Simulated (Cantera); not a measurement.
A Cantera script and what it prints.

```python
import numpy as np
import cantera as ct

gas_names = """
    AL ALC ALN ALO ALO2 AL2 AL2O AL2O2 C CN CO CO2 C2 CCN CNC C2N2 C2O C3 C3O2 C4 C4N2 C5 N NCO NO NO2
    NO3 N2 N2O O O2 O3
""".split()
cond_names = """
    AL(cr) AL(L) ALN(s) AL2O3(a) AL2O3(L) C(gr)
""".split()


# ... load() reads the species with a 1 bar reference pressure and builds the phases ...
atoms = {
    'Al': {'AL': 1},
    'CO2': {'C': 1, 'O': 2},
    'N2': {'N': 2},
}
top_T = {'ALN(s)': 2750, 'C(gr)': 4500}  # K; cautious upper limits of use, not melting points


# ... equilibrate(T, P, feed) seeds the gas with the atoms and calls Mixture.equilibrate('TP', solver="vcs", rtol=1e-11, max_steps=5000) ...
results = []
T = 1625  # K
P = 1000  # Pa
for m in [0.35, 0.5, 0.73, 1.1, 1.6, 2.3, 3.3, 4.8, 7, 10]:
    feed = {'Al': 1, 'CO2': m, 'N2': 1.3}  # mol
    mix = equilibrate(T, P, feed)
    results.append((T, P, feed, dict(zip(mix.species_names, mix.species_moles))))

top = {s: max(r[3][s] / sum(r[3][g] for g in gas_names) for r in results) for s in gas_names}
cols = sorted((s for s in top if top[s] > 0.001), key=lambda s: -top[s])[:8]
seen = [c for c in cond_names if any(r[3].get(c, 0) > 1e-12 for r in results)]
print("log10 of partial pressures in bar; condensed amounts in mol")
print(f"{'n(CO2)':>10s}" + "".join(f"{s[:9]:>10s}" for s in cols + seen))
for T, P, feed, n in results:
    ng = sum(n[g] for g in gas_names)
    print(f"{feed['CO2']:10.4g}" + "".join(f"{np.log10(max(n[s] / ng * P / 1e5, 1e-99)):10.3f}" for s in cols)
          + "".join(f"{n.get(c, 0):10.4g}" for c in seen))
```

Output:

```
log10 of partial pressures in bar; condensed amounts in mol
    n(CO2)       CO2        N2        CO    ALN(s)  AL2O3(a)
      0.35    -8.126    -2.140    -2.559    0.7667    0.1167
       0.5    -8.048    -2.181    -2.467    0.6667    0.1667
      0.73    -7.983    -2.230    -2.385    0.5133    0.2433
       1.1    -7.930    -2.288    -2.314    0.2667    0.3667
       1.6    -3.462    -2.348    -2.286         0       0.5
       2.3    -2.653    -2.442    -2.380         0       0.5
       3.3    -2.407    -2.549    -2.487         0       0.5
       4.8    -2.267    -2.671    -2.609         0       0.5
         7    -2.179    -2.805    -2.743         0       0.5
        10    -2.124    -2.939    -2.877         0       0.5
```

These are equilibrium values from Cantera (NASA tables, ideal gas, pure condensed phases), not measurements of a reactor. Mutual solubility and eutectic melting of coexisting phases are not modelled.
